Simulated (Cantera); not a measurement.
C₂F₆ + H₂ (fluorocarbon and chlorocarbon gases)

A closed system holds: 1 mol C₂F₆, 0.056 mol H₂, equilibrated at 0.800 bar.

Method: chemical equilibrium by Gibbs-energy minimisation in Cantera with the NASA 1993 tables (ideal gas, pure condensed phases). Candidate condensed phases: C, C₆H₆, C₇H₈, C₈H₁₈; 95 gas species. The feed counts by its element totals alone. The tables' values for C₂F₄ are old estimates; treat these amounts as uncertain. Gases not in the tables: C₂F₆ and larger saturated fluorocarbons. Equilibrium is a limit: real reactors are often held back by kinetics, nucleation or transport.

From 1723 K to 2623 K the condensed part is C(graphite). The main C-bearing gas is CF₄ throughout. The share of C in condensed phases is highest at 1723 K (26.4 %) and lowest at 2623 K (5.8 %).

```
T (K)  x CF₄     x CF₂       x F    x HF     x CF₃  n C(graphite)
-----  -----  --------  --------  ------  --------  -------------
1723   0.928  0.000828   6.12e-5  0.0707  0.000329          0.527
1823   0.926   0.00239  0.000206  0.0706  0.000778          0.526
1923   0.921   0.00616  0.000610  0.0704   0.00168          0.523
2023   0.911    0.0144   0.00162  0.0700   0.00334          0.516
2123   0.890    0.0306   0.00392  0.0693   0.00615          0.502
2223   0.852    0.0603   0.00869  0.0679    0.0105          0.477
2323   0.790     0.110    0.0179  0.0656    0.0168          0.434
2423   0.695     0.184    0.0341  0.0619    0.0245          0.365
2523   0.565     0.283    0.0604  0.0568    0.0325          0.259
2623   0.412     0.395    0.0994  0.0505    0.0385          0.116
```
x: gas mole fraction; n: condensed amount in mol.
